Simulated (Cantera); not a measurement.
Input: 1 mol CH3F, 0.35 mol F2, 7.9 mol H2, held at 1475 K and 7.50 Torr.

Method: chemical equilibrium by Gibbs-energy minimisation in Cantera with the NASA 1993 tables (ideal gas, pure condensed phases). Candidate condensed phases: C, C6H6, C7H8, C8H18; 95 gas species. The numbers say what is thermodynamically allowed, not how fast it happens.

Base state: H2 0.834, HF 0.166, H 0.000118, CH4 2.02e-5 (mole fractions); condensed: C(graphite).

**Question.** What changes in the equilibrium state with this change: CH3F replaced by CCl4?

**Answer.** 
```csv
species,before,after
H2,0.834,0.541
HCl,0,0.390
HF,0.166,0.0683
Cl,0,5.57e-5
CH4,2.02e-5,8.52e-6
H,0.000118,9.54e-5
"C(graphite), mol",1.000,1.000
```
